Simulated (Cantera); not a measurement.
A closed system holds: 1 mol CaCO3, 4.2 mol H2O, held at 1225 °C and 0.000170 bar.

Equilibrium computed with Cantera from the NASA thermochemical tables; the gas is ideal and each condensed phase is pure. Candidate condensed phases: C, C6H6, C7H8, C8H18, Ca, CaCO3, CaO, Ca(OH)2, H2O; 115 gas species. Equilibrium is a limit: real reactors are often held back by kinetics, nucleation or transport.

Base state: H2O 0.803, CO2 0.190, H2 0.00258, O2 0.00194, CO 0.00157, OH 0.000591, H 6.69e-5, O 1.33e-5 (mole fractions); condensed: CaO(s).

Task: What changes in the equilibrium state with this change: temperature from 1225 °C to 552 °C?

Result: 
```tsv
species	before	after
H2O	0.803	0.808
CO2	0.190	0.192
H2	0.00258	5.69e-8
OH	0.000591	<1e-9
CO	0.00157	3.79e-9
H	6.69e-5	<1e-9
O2	0.00194	3.01e-8
CaO(s), mol	1.000	1.00
```

Task: What changes in the equilibrium state with this change: CaCO3 replaced by Mg(OH)2?

Result: 
```
species       before    after
-----------  -------  -------
H2O            0.803    0.994
H2           0.00258  0.00350
O2           0.00194  0.00161
CO2            0.190        0
CO           0.00157        0
H            6.69e-5  7.80e-5
O            1.33e-5  1.21e-5
CaO(s), mol    1.000        0
MgO(s), mol        0    1.000
```
Further candidate phases: Mg, MgO, Mg(OH)2.
